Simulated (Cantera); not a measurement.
A Cantera script and what it prints.

```python
import numpy as np
import cantera as ct

gas_names = """
    Br Br2 Mg MgBr MgBr2 MgO Mg2 O O2 O3
""".split()
cond_names = """
    Br2(cr) Br2(L) Mg(cr) Mg(L) MgBr2(s) MgBr2(L) MgO(s) MgO(L)
""".split()


# ... load() reads the species with a 1 bar reference pressure and builds the phases ...
atoms = {
    'MgO': {'Mg': 1, 'O': 1},
    'Br2': {'Br': 2},
}
top_T = {}  # K; cautious upper limits of use, not melting points


# ... equilibrate(T, P, feed) seeds the gas with the atoms and calls Mixture.equilibrate('TP', solver="vcs", rtol=1e-11, max_steps=5000) ...
results = []
feed = {'MgO': 1, 'Br2': 0.017}  # mol
T = 1150  # K
P = 101325  # Pa
mix = equilibrate(T, P, feed)
results.append((T, P, feed, dict(zip(mix.species_names, mix.species_moles))))
x = sorted(zip(gas.X, gas.species_names), reverse=True)
print(f"T = {T:g} K  P = {P:g} Pa  gas = {mix.phase_moles(0):.4g} mol")
print("   x: " + "  ".join(f"{s} {v:.3e}" for v, s in x if v > 0.001))
print("   condensed (mol): " + ("  ".join(f"{mix.phase(i).name} {mix.phase_moles(i):.4g}"
      for i in range(1, mix.n_phases) if mix.phase_moles(i) > 1e-12) or "none"))
```

It prints:

```
T = 1150 K  P = 101325 Pa  gas = 0.01723 mol
   x: Br2 9.733e-01  Br 2.623e-02
   condensed (mol): MgO(s) 1
```

These are equilibrium values from Cantera (NASA tables, ideal gas, pure condensed phases), not measurements of a reactor.
